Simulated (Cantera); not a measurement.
Input (Python, Cantera) and output of one run.

```python
import numpy as np
import cantera as ct

gas_names = """
    CL CL2 H HCL H2 Si SiCL SiCL2 SiCL3 SiCL4 SiH SiHCL3 SiH2 SiH2CL2 SiH3 SiH3CL SiH4 Si2 Si3
""".split()
cond_names = """
    Si(cr) Si(L)
""".split()


# ... load() reads the species with a 1 bar reference pressure and builds the phases ...
atoms = {
    'SiCl4': {'Si': 1, 'CL': 4},
    'H2': {'H': 2},
    'Cl2': {'CL': 2},
}
top_T = {}  # K; cautious upper limits of use, not melting points


# ... equilibrate(T, P, feed) seeds the gas with the atoms and calls Mixture.equilibrate('TP', solver="vcs", rtol=1e-11, max_steps=5000) ...
results = []
feed = {'SiCl4': 1, 'H2': 1.2, 'Cl2': 0.51}  # mol
P = 100000  # Pa
for T in [800, 850, 900, 950, 1000, 1050, 1100, 1150, 1200, 1250, 1300, 1350, 1400]:
    mix = equilibrate(T, P, feed)
    results.append((T, P, feed, dict(zip(mix.species_names, mix.species_moles))))

top = {s: max(r[3][s] / sum(r[3][g] for g in gas_names) for r in results) for s in gas_names}
cols = sorted((s for s in top if top[s] > 1e-05), key=lambda s: -top[s])[:7]
seen = [c for c in cond_names if any(r[3].get(c, 0) > 1e-12 for r in results)]
print("log10 of partial pressures in bar; condensed amounts in mol")
print(f"{'T/K':>10s}" + "".join(f"{s[:9]:>10s}" for s in cols + seen))
for T, P, feed, n in results:
    ng = sum(n[g] for g in gas_names)
    print(f"{T:10.4g}" + "".join(f"{np.log10(max(n[s] / ng * P / 1e5, 1e-99)):10.3f}" for s in cols)
          + "".join(f"{n.get(c, 0):10.4g}" for c in seen))
```

Result:

```
log10 of partial pressures in bar; condensed amounts in mol
       T/K       HCL     SiCL4        H2     SiCL3    SiHCL3     SiCL2   SiH2CL2
       800    -0.424    -0.433    -0.595    -6.510    -3.647   -10.541    -7.954
       850    -0.424    -0.433    -0.595    -5.834    -3.384    -9.384    -7.391
       900    -0.424    -0.434    -0.595    -5.235    -3.152    -8.359    -6.894
       950    -0.423    -0.434    -0.596    -4.702    -2.946    -7.445    -6.451
      1000    -0.422    -0.435    -0.597    -4.223    -2.762    -6.627    -6.056
      1050    -0.421    -0.436    -0.599    -3.792    -2.597    -5.889    -5.701
      1100    -0.420    -0.438    -0.601    -3.402    -2.450    -5.223    -5.383
      1150    -0.418    -0.440    -0.603    -3.049    -2.318    -4.619    -5.097
      1200    -0.415    -0.443    -0.607    -2.729    -2.201    -4.071    -4.841
      1250    -0.411    -0.448    -0.613    -2.439    -2.098    -3.575    -4.614
      1300    -0.406    -0.456    -0.620    -2.178    -2.011    -3.128    -4.418
      1350    -0.398    -0.467    -0.631    -1.947    -1.942    -2.729    -4.254
      1400    -0.386    -0.483    -0.648    -1.745    -1.894    -2.378    -4.128
```

These are equilibrium values from Cantera (NASA tables, ideal gas, pure condensed phases), not measurements of a reactor. The tables' values for SiCl3 are old estimates; treat these amounts as uncertain.
